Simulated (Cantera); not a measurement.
**Reactions in the system Cr-N-O**

Standard-state values (1 bar) from the NASA 1993 polynomials, evaluated with Cantera. Values are per mole of reaction as written; species without (g) are pure solids or liquids, kept so even where they would boil at 1 bar.

3 NO₂(g) + 8 Cr → 3 Cr₂N + 2 CrO₃(g)

```json
[
 {"T (K)": "300", "ΔH° (kJ)": "-1064.9", "ΔS° (J/K)": "-182.2", "ΔG° (kJ)": "-1010.2", "log10 K": "175.90"},
 {"T (K)": "998", "ΔH° (kJ)": "-1050.0", "ΔS° (J/K)": "-156.5", "ΔG° (kJ)": "-893.8", "log10 K": "46.78"},
 {"T (K)": "1073", "ΔH° (kJ)": "-1049.0", "ΔS° (J/K)": "-155.6", "ΔG° (kJ)": "-882.1", "log10 K": "42.94"},
 {"T (K)": "1148", "ΔH° (kJ)": "-1048.3", "ΔS° (J/K)": "-155.0", "ΔG° (kJ)": "-870.5", "log10 K": "39.61"},
 {"T (K)": "1223", "ΔH° (kJ)": "-1048.1", "ΔS° (J/K)": "-154.7", "ΔG° (kJ)": "-858.8", "log10 K": "36.68"},
 {"T (K)": "1298", "ΔH° (kJ)": "-1048.2", "ΔS° (J/K)": "-154.8", "ΔG° (kJ)": "-847.2", "log10 K": "34.09"},
 {"T (K)": "1373", "ΔH° (kJ)": "-1048.8", "ΔS° (J/K)": "-155.3", "ΔG° (kJ)": "-835.6", "log10 K": "31.79"},
 {"T (K)": "1448", "ΔH° (kJ)": "-1049.9", "ΔS° (J/K)": "-156.1", "ΔG° (kJ)": "-823.9", "log10 K": "29.72"},
 {"T (K)": "1523", "ΔH° (kJ)": "-1051.5", "ΔS° (J/K)": "-157.2", "ΔG° (kJ)": "-812.2", "log10 K": "27.86"}
]
```
